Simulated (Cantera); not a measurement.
Feed: 1 mol Pb, 0.12 mol H₂, 2.6 mol N₂, 1.2 mol O₂, equilibrated at 1330 Pa.

Cantera equilibrium calculation (NASA polynomials, part measured and part estimated; ideal gas, pure solids and liquids). Candidate condensed phases: H₂O, Pb, PbO, PbO₂, Pb₃O₄; 27 gas species. Gases not in the tables: (PbO)n polymers. Kinetics and transport are ignored.

x: gas mole fraction; n: condensed amount in mol.

```
T (°C)   x N₂   x O₂     x PbO   x H₂O      x Pb  x NO  n PbO(red)  n PbO(yellow)  n PbO(l)
------  -----  -----  --------  ------  --------  ----  ----------  -------------  --------
275     0.774  0.190    <1e-12  0.0357    <1e-12     …        1.00              0         0
375     0.774  0.190    <1e-12  0.0357    <1e-12     …        1.00              0         0
475     0.774  0.190  2.79e-10  0.0357    <1e-12     …        1.00              0         0
575     0.774  0.190   5.69e-8  0.0357  2.37e-12     …           0           1.00         0
675     0.774  0.190   3.67e-6  0.0357   1.00e-9     …           0          1.000         0
775     0.774  0.190  0.000105  0.0357   1.31e-7     …           0          1.000         0
875     0.772  0.190   0.00162  0.0357   7.17e-6     …           0          0.995         0
975     0.763  0.188    0.0132  0.0352  0.000169     …           0              0     0.954
1075    0.712  0.176    0.0754  0.0329   0.00245     …           0              0     0.716
```

### Question
Fill in the missing entries.

### Answer

- 275, x NO: 3.42e-9
- 375, x NO: 7.54e-8
- 475, x NO: 7.28e-7
- 575, x NO: 4.12e-6
- 675, x NO: 1.62e-5
- 775, x NO: 4.88e-5
- 875, x NO: 0.000122
- 975, x NO: 0.000259
- 1075, x NO: 0.000466
